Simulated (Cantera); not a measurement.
Input: 1 mol CuO, a varied amount of C, 0.037 mol CO, at 2000 K and 0.100 bar.

These are equilibrium values from Cantera (NASA tables, ideal gas, pure condensed phases), not measurements of a reactor. Candidate condensed phases: C, Cu, CuO, Cu2O; 15 gas species. Equilibrium is a limit: real reactors are often held back by kinetics, nucleation or transport.

**Question.** Which condensed phases are stable at each of these points (n(C) (mol)): 0.85, 1.4, 2, 2.6, 3.1, 3.7, 4.3, 4.8, 5.4, 6, 6.5?

**Answer.** 
```
n(C) (mol)     condensed phases  Cu condensed (%)
----------  -------------------  ----------------
0.85                      Cu(l)              96.0
1.4         C(graphite) + Cu(l)              95.3
2           C(graphite) + Cu(l)              95.3
2.6         C(graphite) + Cu(l)              95.3
3.1         C(graphite) + Cu(l)              95.3
3.7         C(graphite) + Cu(l)              95.3
4.3         C(graphite) + Cu(l)              95.3
4.8         C(graphite) + Cu(l)              95.3
5.4         C(graphite) + Cu(l)              95.3
6           C(graphite) + Cu(l)              95.3
6.5         C(graphite) + Cu(l)              95.3
```

At 0.85 mol C the condensed part is Cu(l). From 1.4 mol C to 6.5 mol C the condensed part is C(graphite) + Cu(l).
